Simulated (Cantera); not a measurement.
A perfectly stirred reactor is fed with 4.35 % C2H4, 95.7 % H2, at 0.987 atm; it is held at 1725 K, and followed from long to short residence time.

Computed with Cantera and GRI-Mech 3.0 (53 species, 325 reactions). GRI-Mech 3.0 was tuned for natural gas; its chemistry of ethylene as a main component is partial and can be far from experiment. GRI-Mech 3.0 stops at C3 and has no aromatics, soot or wall deposition, so with more carbon than oxygen in the feed, carbon stays in small species such as C2H2 where larger ones or solid carbon would form.

x: mole fraction; the columns are a selection and need not sum to one.

```csv
τ (s),x C2H4,x H2,x C2H2,x CH4,x C2H6,x C2H,x CH2
1.4,0.00126,0.949,0.0331,0.0160,?,4.00e-8,1.27e-8
0.41,0.00133,0.951,0.0342,0.0135,?,4.15e-8,1.09e-8
0.12,0.00151,0.953,0.0363,0.00852,1.55e-6,4.47e-8,7.29e-9
0.033,0.00193,0.956,0.0381,0.00370,1.63e-6,4.71e-8,3.51e-9
0.0093,0.00328,0.957,0.0378,0.00164,?,4.26e-8,1.83e-9
0.0026,0.00825,0.957,0.0333,0.000901,?,3.00e-8,1.79e-9
0.00075,0.0202,0.957,0.0220,0.000485,?,1.55e-8,2.80e-9
0.00021,0.0350,0.957,0.00802,0.000138,?,3.61e-9,2.94e-9
```

Task: Complete the blanks.

Result: 
- 1.4, x C2H6: 2.14e-6
- 0.41, x C2H6: 1.88e-6
- 0.0093, x C2H6: 2.56e-6
- 0.0026, x C2H6: 5.70e-6
- 0.00075, x C2H6: 1.18e-5
- 0.00021, x C2H6: 1.34e-5
